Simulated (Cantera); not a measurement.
Input: 1 mol TEOS, 1.2 mol CO2, at 550 K and 0.100 bar.

Method: chemical equilibrium by Gibbs-energy minimisation in Cantera with the NASA 1993 tables (ideal gas, pure condensed phases). Candidate condensed phases: C, C6H6, C7H8, C8H18, H2O, Si, SiC, SiO2; 123 gas species. The feed counts by its element totals alone. Kinetics and transport are ignored.

What is the equilibrium state?


| Property | Value |
|---|---|
| x(H2O) | 0.465 |
| x(CH4) | 0.382 |
| x(H2) | 0.0949 |
| x(CO2) | 0.0585 |
| x(CO) | 0.000207 |
| n(C(graphite)) | 5.87 mol |
| n(SiO2(α-quartz)) | 1.00 mol |
| gas amount | 7.560 mol |
| log10 activity of Si(s) (absent) | -37.22 |
